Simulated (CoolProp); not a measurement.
Vapour-liquid equilibrium of CH2F2 (R32) (1) + methanol (2) at 0.0612 MPa; x and y are mole fractions of (1).

Model: multi-fluid Helmholtz-energy mixture model, Tillner-Roth 1997 and de Reuck 1993; pair parameters Bell 2016, in CoolProp.

**Question.** Give the bubble temperature and the first vapour's composition at x = 0.15, 0.45, 0.55. Is there an azeotrope?

**Answer.** x = 0.15: 224.3 K, y = 0.999; x = 0.45: 215.1 K, y = 0.999; x = 0.55: 214.9 K, y = 0.999. No azeotrope shows between x = 0.05 and 0.95.

Pair parameters are fitted to limited data, so mixtures are less certain than the pure fluids. With so large a gap from Raoult's law the liquid may split in two, which this calculation doesn't test in full.
